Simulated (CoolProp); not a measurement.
Model: reference Helmholtz-energy equation of state, Lemmon 2006, in CoolProp. It is a short technical equation, of lower accuracy than the large ones.

For hydrogen sulfide, give the phase and the cv (kJ/(kg K)), Joule-Thomson coefficient (K/MPa) at 448.8 K and 0.101 MPa; 512.4 K and 0.101 MPa.


- 448.8 K and 0.101 MPa: gas; cv 0.823, Joule-Thomson coefficient 6.99
- 512.4 K and 0.101 MPa: gas; cv 0.855, Joule-Thomson coefficient 5.26
